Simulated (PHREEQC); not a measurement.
0.1 g of hydrous ferric oxide (600 m²/g; 0.2 weak and 0.005 strong sites per Fe, Dzombak-Morel constants, diffuse double layer) in 1 kg of water with 0.005 mol/kgw of an inert sodium salt and 0.0002 mol SrCl2 and 1.3e-06 mol ZnSO4, at 25 °C; the pH is set by adding NaOH or the inert anion's acid. O2 is buffered at 0.21 atm. The system is closed to CO2. Precipitation was switched off in this run.

Computed with PHREEQC (ion-association model, wateq4f.dat).

```json
[
 {"pH": "3", "Sr sorbed (%)": "0.0", "S sorbed (%)": "100.0", "Zn sorbed (%)": "0.0", "surface charge σ (C/m²)": "0.303", "surface potential ψ (mV)": "213"},
 {"pH": "4", "Sr sorbed (%)": "0.0", "S sorbed (%)": "100.0", "Zn sorbed (%)": "0.0", "surface charge σ (C/m²)": "0.186", "surface potential ψ (mV)": "192"},
 {"pH": "4.5", "Sr sorbed (%)": "0.0", "S sorbed (%)": "99.8", "Zn sorbed (%)": "0.1", "surface charge σ (C/m²)": "0.134", "surface potential ψ (mV)": "…"},
 {"pH": "5", "Sr sorbed (%)": "0.0", "S sorbed (%)": "…", "Zn sorbed (%)": "0.6", "surface charge σ (C/m²)": "0.092", "surface potential ψ (mV)": "156"},
 {"pH": "6", "Sr sorbed (%)": "0.0", "S sorbed (%)": "…", "Zn sorbed (%)": "27.0", "surface charge σ (C/m²)": "…", "surface potential ψ (mV)": "…"},
 {"pH": "7", "Sr sorbed (%)": "…", "S sorbed (%)": "9.5", "Zn sorbed (%)": "95.4", "surface charge σ (C/m²)": "0.014", "surface potential ψ (mV)": "62"},
 {"pH": "7.5", "Sr sorbed (%)": "0.9", "S sorbed (%)": "1.3", "Zn sorbed (%)": "99.2", "surface charge σ (C/m²)": "0.007", "surface potential ψ (mV)": "36"},
 {"pH": "8", "Sr sorbed (%)": "2.1", "S sorbed (%)": "0.2", "Zn sorbed (%)": "99.7", "surface charge σ (C/m²)": "0.002", "surface potential ψ (mV)": "11"},
 {"pH": "9", "Sr sorbed (%)": "12.2", "S sorbed (%)": "0.0", "Zn sorbed (%)": "99.8", "surface charge σ (C/m²)": "-0.006", "surface potential ψ (mV)": "-34"}
]
```

What belongs in the gaps?


- 4.5, surface potential ψ (mV): 175
- 5, S sorbed (%): 99.4
- 6, S sorbed (%): 83.8
- 6, surface charge σ (C/m²): 0.039
- 6, surface potential ψ (mV): 112
- 7, Sr sorbed (%): 0.2

The oxide is taken as insoluble; below pH 4 it would dissolve.
